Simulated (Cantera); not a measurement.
A perfectly stirred reactor is fed with 4.17 % CH₄, 95.8 % N₂, at 1.00 atm; it is held at 1925 K, and followed from long to short residence time.

Model: GRI-Mech 3.0 (53 species, 325 reactions), integrated in Cantera. GRI-Mech 3.0 stops at C3 and has no aromatics, soot or wall deposition, so with more carbon than oxygen in the feed, carbon stays in small species such as C2H2 where larger ones or solid carbon would form.

Question: Predict: x(CH₄) at τ = 3.10 s; x(H₂) at τ = 3.10 s; x(CH₂) at τ = 3.10 s; x(CH₃) at τ = 3.10 s; x(C₂H₄) at τ = 3.10 s; x(CH₄) at τ = 51.0 ms; x(H₂) at τ = 51.0 ms; x(CH₂) at τ = 51.0 ms; x(CH₃) at τ = 51.0 ms; x(C₂H₄) at τ = 51.0 ms.

Answer: 
- x(CH₄) at τ = 3.10 s = 0.000381
- x(H₂) at τ = 3.10 s = 0.0593
- x(CH₂) at τ = 3.10 s = 1.39e-7
- x(CH₃) at τ = 3.10 s = 2.93e-5
- x(C₂H₄) at τ = 3.10 s = 1.25e-5
- x(CH₄) at τ = 51.0 ms = 0.00311
- x(H₂) at τ = 51.0 ms = 0.0552
- x(CH₂) at τ = 51.0 ms = 9.41e-7
- x(CH₃) at τ = 51.0 ms = 0.000223
- x(C₂H₄) at τ = 51.0 ms = 3.62e-5
